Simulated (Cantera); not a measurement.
Input: 1 mol Si(CH₃)₄, 0.0073 mol C₂H₂, 500 mol H₂, held at 0.00133 bar.

Equilibrium computed with Cantera from the NASA thermochemical tables; the gas is ideal and each condensed phase is pure. Candidate condensed phases: C, C₆H₆, C₇H₈, C₈H₁₈, Si, SiC; 87 gas species. The numbers say what is thermodynamically allowed, not how fast it happens.

x: gas mole fraction; n: condensed amount in mol.

| T (K) | x H₂ | x H | x Si | x C₂H₂ (acetylene) | n C(graphite) | n SiC(s) |
|---|---|---|---|---|---|---|
| 1323 | 1.000 | 4.34e-5 | 2.21e-10 | 8.25e-7 | 3.01 | 1.00 |
| 1423 | 1.000 | 0.000182 | 6.08e-9 | 3.43e-6 | 3.01 | 1.000 |
| 1523 | 0.999 | 0.000633 | 1.08e-7 | 1.18e-5 | 3.00 | 1.000 |
| 1623 | 0.998 | ? | ? | ? | 2.98 | 0.999 |
| 1723 | 0.995 | ? | ? | ? | 2.93 | 0.993 |
| 1823 | 0.988 | 0.0118 | 8.86e-5 | 0.000209 | 2.85 | 0.951 |
| 1923 | 0.974 | 0.0255 | 0.000519 | 0.000439 | 2.84 | 0.707 |
| 2023 | 0.947 | 0.0506 | 0.00173 | 0.000846 | 3.03 | 0 |

Question: Fill in the missing entries.

Answer: 
- 1723, x H: 0.00498
- 1723, x Si: 1.23e-5
- 1723, x C₂H₂ (acetylene): 9.00e-5
- 1623, x H: 0.00189
- 1623, x Si: 1.33e-6
- 1623, x C₂H₂ (acetylene): 3.48e-5
